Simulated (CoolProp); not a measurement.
1000 sccm (0 °C, 1 atm) of nitrogen bubbles through liquid n-octane at 276.1 K and leaves saturated at a total pressure of 0.0143 MPa (ideal gas phase). Each further row changes one setting.

Values from CoolProp's reference Helmholtz-energy equation of state, Beckmüller 2019.

```tsv
case	vapour pressure (kPa)	mole fraction of vapour	delivery (mg/min)	delivery (sccm)	change of delivery for a bath 1 K warmer (%)
as stated	0.479	…	177	…	7.3
bath temperature 281.1 K	0.667	0.0467	…	…	7.0
total pressure 0.0286 MPa	0.479	0.0167	86.8	17.0	7.1
```

**Question.** What belongs in the gaps?

**Answer.** 
- as stated, mole fraction of vapour: 0.0335
- as stated, delivery (sccm): 34.6
- bath temperature 281.1 K, delivery (mg/min): 249
- bath temperature 281.1 K, delivery (sccm): 49.0
